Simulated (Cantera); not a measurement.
A closed system holds: 1 mol TiO₂, 2 mol Cl₂, equilibrated at 948 K and 10.0 mbar.

These are equilibrium values from Cantera (NASA tables, ideal gas, pure condensed phases), not measurements of a reactor. Candidate condensed phases: Ti, TiCl₂, TiCl₃, TiCl₄, TiO, TiO₂, Ti₂O₃, Ti₃O₅, Ti₄O₇; 15 gas species. Condensed phases not in the tables: TiOCl. The numbers say what is thermodynamically allowed, not how fast it happens.

What is the equilibrium state?


```json
{
 "x(Cl₂)": "0.997",
 "x(Cl)": "0.00171",
 "x(TiCl₄)": "0.000410",
 "x(O₂)": "0.000410",
 "n(TiO₂(rutile))": "0.999 mol",
 "gas_amount": "2.002 mol",
 "log10 activity of TiCl₄(l) (absent)": "-7.36",
 "log10 activity of TiCl₃(s) (absent)": "-11.67",
 "log10 activity of Ti₄O₇(s) (absent)": "-12.58"
}
```
